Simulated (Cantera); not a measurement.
A Cantera script and its output.

```python
import numpy as np
import cantera as ct

surf = ct.Interface("diamond.yaml", "diamond_100")
gas, bulk = surf.adjacent["gas"], surf.adjacent["diamond"]
k = surf.kinetics_species_index(bulk.species_names[0])
cover = ["c6HH", "c6H*", "c6*H", "c6**", "c6HM", "c6B"]

rows, drift = [], 0.0
print(f"{'xH':>10s}{'um/h':>11s}" + "".join(f"{s:>11s}" for s in cover))
for v in [0.0001, 0.00023, 0.00054, 0.0013, 0.0029, 0.0068, 0.016, 0.037, 0.086]:
    T, P, xH, xCH3 = 1025, 22000, v, 3.1e-05
    gas.TPX = T, P, {"H": xH, "CH3": xCH3, "CH4": 0.0031, "H2": 1 - xH - xCH3 - 0.0031}
    surf.TP = bulk.TP = T, P
    surf.coverages = "c6H*:0.1, c6HH:0.9"
    surf.advance_coverages(100.0)
    before = surf.coverages
    surf.advance_coverages(100.0)
    drift = max(drift, np.max(np.abs(surf.coverages - before) / (surf.coverages + 1e-9)))
    rate = surf.net_production_rates[k] * bulk.mean_molecular_weight / bulk.density * 3.6e9
    rows.append([rate, *surf[cover].coverages])
    print(f"{v:10.4g}{rate:11.4e}" + "".join(f"{x:11.3e}" for x in rows[-1][1:]))
```

Result:

```
        xH       um/h       c6HH       c6H*       c6*H       c6**       c6HM        c6B
    0.0001 1.5452e+00  5.707e-01  1.702e-02  3.253e-01  4.739e-03  5.844e-02  4.193e-09
   0.00023 2.4318e+00  5.632e-01  1.856e-02  3.547e-01  7.262e-03  3.997e-02  6.599e-09
   0.00054 3.1784e+00  5.659e-01  1.958e-02  3.739e-01  9.326e-03  2.225e-02  8.625e-09
    0.0013 3.6470e+00  5.697e-01  2.018e-02  3.846e-01  1.060e-02  1.060e-02  9.896e-09
    0.0029 3.8682e+00  5.718e-01  2.051e-02  3.894e-01  1.121e-02  5.041e-03  1.050e-08
    0.0068 3.9833e+00  5.730e-01  2.082e-02  3.916e-01  1.153e-02  2.213e-03  1.081e-08
     0.016 4.0434e+00  5.735e-01  2.130e-02  3.922e-01  1.173e-02  9.544e-04  1.097e-08
     0.037 4.0908e+00  5.736e-01  2.228e-02  3.916e-01  1.194e-02  4.171e-04  1.110e-08
     0.086 4.1684e+00  5.735e-01  2.450e-02  3.894e-01  1.231e-02  1.824e-04  1.131e-08
```

Cantera simulation using the Harris–Goodwin 1993 mechanism for the reconstructed diamond (100) surface; the numbers are that mechanism's predictions, not measurements.
